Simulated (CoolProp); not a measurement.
Vapour-liquid equilibrium of CHF3 (R23) (1) + R134a (2) at 0.657 bar; x and y are mole fractions of (1).

Model: multi-fluid Helmholtz-energy mixture model, Penoncello 2003 and Tillner-Roth 1994; pair parameters Bell 2016, in CoolProp.

Give the bubble temperature and the first vapour's composition at x = 0.2, 0.65, 0.8. Is there an azeotrope?

x = 0.2: 211.6 K, y = 0.818; x = 0.65: 191.2 K, y = 0.982; x = 0.8: 187.6 K, y = 0.993. No azeotrope shows between x = 0.05 and 0.95.

Pair parameters are fitted to limited data, so mixtures are less certain than the pure fluids.
